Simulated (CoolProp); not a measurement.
Carbon monoxide along the isotherm -133.15 °C: density (kg/m³) from the reference equation and from simpler models built on Tc = -140.3 °C, pc = 3.498 MPa, ω = 0.050; each cubic takes its own stable root.

Model: reference Helmholtz-energy equation of state, Lemmon 2006, in CoolProp. It is a short technical equation, of lower accuracy than the large ones.

```json
[
 {"p (MPa)": "0.0553", "phase": "gas", "reference": "1.337", "ideal gas": "1.331", "van der Waals": "1.336", "Redlich-Kwong": "1.337", "Soave-Redlich-Kwong": "1.337", "Peng-Robinson": "1.338"},
 {"p (MPa)": "0.114", "phase": "gas", "reference": "2.769", "ideal gas": "2.743", "van der Waals": "2.767", "Redlich-Kwong": "2.770", "Soave-Redlich-Kwong": "2.770", "Peng-Robinson": "2.773"},
 {"p (MPa)": "0.233", "phase": "gas", "reference": "5.717", "ideal gas": "5.607", "van der Waals": "5.707", "Redlich-Kwong": "5.720", "Soave-Redlich-Kwong": "5.719", "Peng-Robinson": "5.733"},
 {"p (MPa)": "0.479", "phase": "gas", "reference": "12.01", "ideal gas": "11.53", "van der Waals": "11.97", "Redlich-Kwong": "12.02", "Soave-Redlich-Kwong": "12.02", "Peng-Robinson": "12.08"},
 {"p (MPa)": "0.984", "phase": "gas", "reference": "25.87", "ideal gas": "23.68", "van der Waals": "25.69", "Redlich-Kwong": "25.93", "Soave-Redlich-Kwong": "25.91", "Peng-Robinson": "26.20"},
 {"p (MPa)": "2.02", "phase": "gas", "reference": "59.79", "ideal gas": "48.61", "van der Waals": "58.95", "Redlich-Kwong": "60.04", "Soave-Redlich-Kwong": "59.95", "Peng-Robinson": "61.41"},
 {"p (MPa)": "4.15", "phase": "supercritical", "reference": "201.3", "ideal gas": "99.86", "van der Waals": "215.4", "Redlich-Kwong": "202.3", "Soave-Redlich-Kwong": "199.2", "Peng-Robinson": "211.6"},
 {"p (MPa)": "8.52", "phase": "supercritical", "reference": "509.4", "ideal gas": "205.0", "van der Waals": "406.1", "Redlich-Kwong": "480.2", "Soave-Redlich-Kwong": "477.9", "Peng-Robinson": "527.3"},
 {"p (MPa)": "17.5", "phase": "supercritical", "reference": "600.5", "ideal gas": "421.1", "van der Waals": "475.6", "Redlich-Kwong": "594.3", "Soave-Redlich-Kwong": "593.1", "Peng-Robinson": "658.2"}
]
```
